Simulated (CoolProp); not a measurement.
Vapour-liquid equilibrium of R152A (1) + isobutane (2) at 320.2 K; x and y are mole fractions of (1).

The numbers come from the multi-fluid Helmholtz-energy mixture model, Outcalt 1996 and Bücker 2006; pair parameters Bell 2016 in CoolProp.

Task: Give the bubble pressure and the first vapour's composition at x = 0.35, 0.5, 0.8. Is there an azeotrope?

Result: x = 0.35: 1.057 MPa, y = 0.523; x = 0.5: 1.135 MPa, y = 0.614; x = 0.8: 1.184 MPa, y = 0.785. y crosses x between x = 0.65 and 0.8: the model has an azeotrope there.

Pair parameters are fitted to limited data, so mixtures are less certain than the pure fluids.
